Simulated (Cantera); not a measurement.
Thermodynamics of silicon carbide growth, feed Si(CH3)4 + C2H2 + H2

Input: 1 mol Si(CH3)4, 0.14 mol C2H2, 2.4 mol H2, held at 1330 Pa.

Equilibrium computed with Cantera from the NASA thermochemical tables; the gas is ideal and each condensed phase is pure. Candidate condensed phases: C, C6H6, C7H8, C8H18, Si, SiC; 87 gas species. Gases not in the tables: Si2H6 and higher silanes. Equilibrium is a limit: real reactors are often held back by kinetics, nucleation or transport.

```json
[
 {"T (°C)": "1475", "x H2": "0.998", "x H": "0.00198", "x Si": "2.06e-6", "x C2H2 (acetylene)": "0.000113", "x SiC2": "2.19e-8", "x Si2C": "1.64e-8", "x SiH": "3.16e-7", "n C(graphite)": "3.28", "n SiC(s)": "1.000"},
 {"T (°C)": "1525", "x H2": "0.997", "x H": "0.00304", "x Si": "5.52e-6", "x C2H2 (acetylene)": "0.000172", "x SiC2": "7.96e-8", "x Si2C": "5.80e-8", "x SiH": "7.30e-7", "n C(graphite)": "3.28", "n SiC(s)": "1.000"},
 {"T (°C)": "1575", "x H2": "0.995", "x H": "0.00458", "x Si": "1.40e-5", "x C2H2 (acetylene)": "0.000256", "x SiC2": "2.69e-7", "x Si2C": "1.91e-7", "x SiH": "1.61e-6", "n C(graphite)": "3.28", "n SiC(s)": "1.000"},
 {"T (°C)": "1625", "x H2": "0.993", "x H": "0.00675", "x Si": "3.39e-5", "x C2H2 (acetylene)": "0.000374", "x SiC2": "8.50e-7", "x Si2C": "5.90e-7", "x SiH": "3.41e-6", "n C(graphite)": "3.27", "n SiC(s)": "1.000"},
 {"T (°C)": "1675", "x H2": "0.990", "x H": "0.00974", "x Si": "7.84e-5", "x C2H2 (acetylene)": "0.000533", "x SiC2": "2.53e-6", "x Si2C": "1.71e-6", "x SiH": "6.92e-6", "n C(graphite)": "3.27", "n SiC(s)": "0.999"},
 {"T (°C)": "1725", "x H2": "0.985", "x H": "0.0138", "x Si": "0.000174", "x C2H2 (acetylene)": "0.000747", "x SiC2": "7.12e-6", "x Si2C": "4.72e-6", "x SiH": "1.36e-5", "n C(graphite)": "3.27", "n SiC(s)": "0.998"},
 {"T (°C)": "1775", "x H2": "0.979", "x H": "0.0192", "x Si": "0.000370", "x C2H2 (acetylene)": "0.00103", "x SiC2": "1.90e-5", "x Si2C": "1.23e-5", "x SiH": "2.57e-5", "n C(graphite)": "3.27", "n SiC(s)": "0.996"},
 {"T (°C)": "1825", "x H2": "0.971", "x H": "0.0263", "x Si": "0.000759", "x C2H2 (acetylene)": "0.00139", "x SiC2": "4.85e-5", "x Si2C": "3.08e-5", "x SiH": "4.70e-5", "n C(graphite)": "3.26", "n SiC(s)": "0.992"},
 {"T (°C)": "1875", "x H2": "0.961", "x H": "0.0354", "x Si": "0.00151", "x C2H2 (acetylene)": "0.00184", "x SiC2": "0.000118", "x Si2C": "7.35e-5", "x SiH": "8.36e-5", "n C(graphite)": "3.26", "n SiC(s)": "0.984"},
 {"T (°C)": "1925", "x H2": "0.947", "x H": "0.0469", "x Si": "0.00289", "x C2H2 (acetylene)": "0.00240", "x SiC2": "0.000276", "x Si2C": "0.000169", "x SiH": "0.000144", "n C(graphite)": "3.26", "n SiC(s)": "0.968"},
 {"T (°C)": "1975", "x H2": "0.929", "x H": "0.0613", "x Si": "0.00540", "x C2H2 (acetylene)": "0.00308", "x SiC2": "0.000620", "x Si2C": "0.000372", "x SiH": "0.000243", "n C(graphite)": "3.27", "n SiC(s)": "0.937"},
 {"T (°C)": "2025", "x H2": "0.905", "x H": "0.0789", "x Si": "0.00980", "x C2H2 (acetylene)": "0.00387", "x SiC2": "0.00134", "x Si2C": "0.000792", "x SiH": "0.000397", "n C(graphite)": "3.30", "n SiC(s)": "0.881"}
]
```
x: gas mole fraction; n: condensed amount in mol.

From 1475 °C to 2025 °C the condensed part is C(graphite) + SiC(s). The main Si-bearing gas is Si throughout.
